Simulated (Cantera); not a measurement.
## B2O3 + O2 + N2 (boron, boron nitride and boron oxide)

Input: 1 mol B2O3, 0.48 mol O2, a varied amount of N2, held at 2473 K and 0.00133 bar.

Equilibrium computed with Cantera from the NASA thermochemical tables; the gas is ideal and each condensed phase is pure. Candidate condensed phases: B, BN, B2O3; 17 gas species. Equilibrium is a limit: real reactors are often held back by kinetics, nucleation or transport.

| n(N2) (mol) | log p N2 | log p BO2 | log p B2O3 | log p BO | log p O | log p O2 |
|---|---|---|---|---|---|---|
| 3.4 | -3.09 | -3.81 | -3.94 | -4.02 | -4.04 | -4.29 |
| 4.8 | -3.04 | -3.91 | -4.07 | -4.05 | -4.10 | -4.41 |
| 6.7 | -3.00 | -4.02 | -4.22 | -4.10 | -4.17 | -4.54 |
| 9.4 | -2.97 | -4.13 | -4.39 | -4.15 | -4.24 | -4.68 |
| 13 | -2.95 | -4.26 | -4.57 | -4.20 | -4.31 | -4.82 |
| 19 | -2.93 | -4.42 | -4.80 | -4.27 | -4.39 | -4.99 |
| 26 | -2.92 | -4.56 | -5.01 | -4.34 | -4.47 | -5.14 |
| 37 | -2.91 | -4.73 | -5.27 | -4.43 | -4.56 | -5.32 |
| 51 | -2.90 | -4.90 | -5.52 | -4.51 | -4.64 | -5.49 |
| 72 | -2.89 | -5.10 | -5.82 | -4.61 | -4.74 | -5.68 |
| 100 | -2.89 | -5.30 | -6.13 | -4.71 | -4.83 | -5.87 |
| 140 | -2.89 | -5.52 | -6.46 | -4.83 | -4.94 | -6.09 |
| 200 | -2.88 | -5.77 | -6.83 | -4.95 | -5.06 | -6.33 |
log p: log10 of the partial pressure in bar; nothing condenses.

From 3.4 mol N2 to 200 mol N2 nothing is condensed. The main B-bearing gas is B2O3 at 3.4 mol N2 and BO at 200 mol N2.
